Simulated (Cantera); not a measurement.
Charge: 1 mol MgO, 3.9 mol CH4, 0.085 mol CO, equilibrated at 2298 K and 2.30 mbar.

Cantera equilibrium calculation (NASA polynomials, part measured and part estimated; ideal gas, pure solids and liquids). Candidate condensed phases: C, C6H6, C7H8, C8H18, H2O, Mg, MgCO3, MgO, Mg(OH)2; 116 gas species. The tables' values for MgH are old estimates; treat these amounts as uncertain. Equilibrium is a limit: real reactors are often held back by kinetics, nucleation or transport.

Base state: H2 0.643, H 0.160, CO 0.101, Mg 0.0930, C2H2 (acetylene) 0.00275, MgH 6.52e-5, C2H 3.08e-5 (mole fractions); condensed: C(graphite).

Question: What changes in the equilibrium state with this change: MgO replaced by Fe3O4?

Answer: 
```json
[
 {"species": "H2", "before": "0.643", "after": "0.423"},
 {"species": "CO", "before": "0.101", "after": "0.251"},
 {"species": "Fe", "before": "0", "after": "0.190"},
 {"species": "Mg", "before": "0.0930", "after": "0"},
 {"species": "H", "before": "0.160", "after": "0.130"},
 {"species": "C2H2 (acetylene)", "before": "0.00275", "after": "<1e-9"},
 {"species": "H2O", "before": "6.28e-9", "after": "0.00535"},
 {"species": "CO2", "before": "<1e-9", "after": "0.000568"},
 {"species": "OH", "before": "<1e-9", "after": "0.000264"},
 {"species": "C(graphite), mol", "before": "2.84", "after": "0"}
]
```
Further candidate phases: Fe, Fe(CO)5, FeO, Fe(OH)2, Fe(OH)3, Fe2O3, Fe3O4.
